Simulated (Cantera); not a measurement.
Aluminium nitride and oxide growth: Al + H₂O + N₂

A closed system holds: 1 mol Al, a varied amount of H₂O, 79 mol N₂, equilibrated at 1200 K and 3.75 Torr.

These are equilibrium values from Cantera (NASA tables, ideal gas, pure condensed phases), not measurements of a reactor. Candidate condensed phases: Al, AlN, Al₂O₃, H₂O; 35 gas species. Mutual solubility and eutectic melting of coexisting phases are not modelled. The numbers say what is thermodynamically allowed, not how fast it happens.

| n(H₂O) (mol) | x N₂ | x H₂O | x H₂ | x H | x OH | n AlN(s) | n Al₂O₃(s) |
|---|---|---|---|---|---|---|---|
| 0.24 | 0.997 | 1.93e-9 | 0.00304 | 1.54e-7 | <1e-12 | 0.840 | 0.0800 |
| 0.36 | 0.995 | 2.89e-9 | 0.00456 | 1.88e-7 | <1e-12 | 0.760 | 0.120 |
| 0.54 | 0.993 | 4.32e-9 | 0.00682 | 2.30e-7 | <1e-12 | 0.640 | 0.180 |
| 0.81 | 0.990 | 6.45e-9 | 0.0102 | 2.82e-7 | <1e-12 | 0.460 | 0.270 |
| 1.2 | 0.985 | 9.47e-9 | 0.0150 | 3.42e-7 | <1e-12 | 0.200 | 0.400 |
| 1.8 | 0.978 | 0.00371 | 0.0186 | 3.80e-7 | 6.07e-10 | 0 | 0.500 |
| 2.7 | 0.967 | 0.0147 | 0.0184 | 3.78e-7 | 2.42e-9 | 0 | 0.500 |
| 4.1 | 0.951 | 0.0313 | 0.0181 | 3.75e-7 | 5.19e-9 | 0 | 0.500 |
x: gas mole fraction; n: condensed amount in mol.

From 0.24 mol H₂O to 1.2 mol H₂O the condensed part is AlN(s) + Al₂O₃(s). From 1.8 mol H₂O to 4.1 mol H₂O the condensed part is Al₂O₃(s).
